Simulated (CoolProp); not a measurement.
Vapour-liquid equilibrium of n-hexane (1) + hexamethyldisiloxane (MM) (2) at 0.0119 MPa; x and y are mole fractions of (1).

Model: multi-fluid Helmholtz-energy mixture model, Thol 2019 and Thol 2016; pair parameters Bell 2016, in CoolProp.

```csv
x,"bubble temperature, mixture model (°C)","bubble temperature, Raoult's law (°C)","y, mixture model","y, Raoult's law"
0.05,38.9,38.5,0.133,0.148
0.125,36.1,35.3,0.295,0.325
0.2,33.6,32.3,0.425,0.462
0.275,31.3,29.7,0.533,0.570
0.35,29.1,27.4,0.625,0.657
0.425,27.0,25.2,0.703,0.727
0.5,24.9,23.3,0.770,0.786
0.575,23.0,21.5,0.827,0.834
0.65,21.0,19.8,0.874,0.875
0.725,19.2,18.3,0.914,0.909
0.8,17.4,16.8,0.946,0.939
0.875,15.8,15.5,0.971,0.965
0.95,14.3,14.2,0.990,0.987
```

The largest gap from Raoult's law is +1.8 K in bubble temperature, at x = 0.425. No azeotrope shows between x = 0.05 and 0.95.

Pair parameters are fitted to limited data, so mixtures are less certain than the pure fluids.
